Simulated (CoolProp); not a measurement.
Vapour-liquid equilibrium of isobutene (1) + n-octane (2) at 300.5 K; x and y are mole fractions of (1).

The numbers come from the multi-fluid Helmholtz-energy mixture model, Lemmon 2005 and Beckmüller 2019; pair parameters Bell 2016 in CoolProp.

### Question
Give the bubble pressure and the first vapour's composition at x = 0.425, 0.8, 0.875. Is there an azeotrope?

### Answer
x = 0.425: 133.7 kPa, y = 0.989; x = 0.8: 257.3 kPa, y = 0.998; x = 0.875: 283.1 kPa, y = 0.999. No azeotrope shows between x = 0.05 and 0.95.

Pair parameters are fitted to limited data, so mixtures are less certain than the pure fluids.
